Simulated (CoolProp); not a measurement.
Vapour-liquid equilibrium of R22 (1) + R134a (2) at -7.45 °C; x and y are mole fractions of (1).

Model: multi-fluid Helmholtz-energy mixture model, Kamei 1995 and Tillner-Roth 1994; pair parameters Bell 2016, in CoolProp.

```json
[
 {"x": "0.05", "bubble pressure, mixture model (kPa)": "232.5", "bubble pressure, Raoult's law (kPa)": "229.9", "y, mixture model": "___", "y, Raoult's law": "0.084"},
 {"x": "0.2", "bubble pressure, mixture model (kPa)": "___", "bubble pressure, Raoult's law (kPa)": "254.9", "y, mixture model": "0.311", "y, Raoult's law": "0.304"},
 {"x": "0.35", "bubble pressure, mixture model (kPa)": "289.9", "bubble pressure, Raoult's law (kPa)": "279.8", "y, mixture model": "0.482", "y, Raoult's law": "0.485"},
 {"x": "0.5", "bubble pressure, mixture model (kPa)": "314.9", "bubble pressure, Raoult's law (kPa)": "304.7", "y, mixture model": "0.624", "y, Raoult's law": "0.636"},
 {"x": "0.65", "bubble pressure, mixture model (kPa)": "___", "bubble pressure, Raoult's law (kPa)": "329.7", "y, mixture model": "___", "y, Raoult's law": "0.765"},
 {"x": "0.8", "bubble pressure, mixture model (kPa)": "360.1", "bubble pressure, Raoult's law (kPa)": "354.6", "y, mixture model": "0.860", "y, Raoult's law": "0.875"},
 {"x": "0.95", "bubble pressure, mixture model (kPa)": "381.1", "bubble pressure, Raoult's law (kPa)": "379.6", "y, mixture model": "___", "y, Raoult's law": "0.971"}
]
```

Q: Fill in the missing entries.

A: 
- 0.05, y, mixture model: 0.091
- 0.2, bubble pressure, mixture model (kPa): 262.7
- 0.65, bubble pressure, mixture model (kPa): 338.1
- 0.65, y, mixture model: 0.747
- 0.95, y, mixture model: 0.966

The largest gap from Raoult's law is +3.6 % in bubble pressure, at x = 0.35. No azeotrope shows between x = 0.05 and 0.95.

The pair parameters rest on a limited set of measurements; away from them the model extrapolates.
